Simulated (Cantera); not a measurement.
A perfectly stirred reactor is fed with N₂O : H₂O = 1 : 0.033 (molar parts), at 17000 Pa; it is held at 1500 K, and followed from long to short residence time.

Cantera simulation using GRI-Mech 3.0 (53 species, 325 reactions); the numbers are that mechanism's predictions, not measurements. GRI-Mech 3.0 was tuned for natural gas; its chemistry of N2O as a main component is partial and can be far from experiment. The temperature is held fixed by assumption; the heat of reaction is taken as removed at once.

Problem. Predict: x(N₂O) at τ = 2.30 s; x(H₂O) at τ = 2.30 s; x(HO₂) at τ = 2.30 s; x(N₂) at τ = 2.30 s; x(NO₂) at τ = 2.30 s; x(N₂O) at τ = 91.0 ms; x(H₂O) at τ = 91.0 ms; x(HO₂) at τ = 91.0 ms; x(N₂) at τ = 91.0 ms; x(NO₂) at τ = 91.0 ms.

Solution. 
```json
{
  "x(N₂O) at τ = 2.30 s": "0.0310",
  "x(H₂O) at τ = 2.30 s": "0.0218",
  "x(HO₂) at τ = 2.30 s": "1.68e-7",
  "x(N₂) at τ = 2.30 s": "0.582",
  "x(NO₂) at τ = 2.30 s": "0.000163",
  "x(N₂O) at τ = 91.0 ms": "0.396",
  "x(H₂O) at τ = 91.0 ms": "0.0257",
  "x(HO₂) at τ = 91.0 ms": "1.41e-6",
  "x(N₂) at τ = 91.0 ms": "0.346",
  "x(NO₂) at τ = 91.0 ms": "0.000510"
}
```
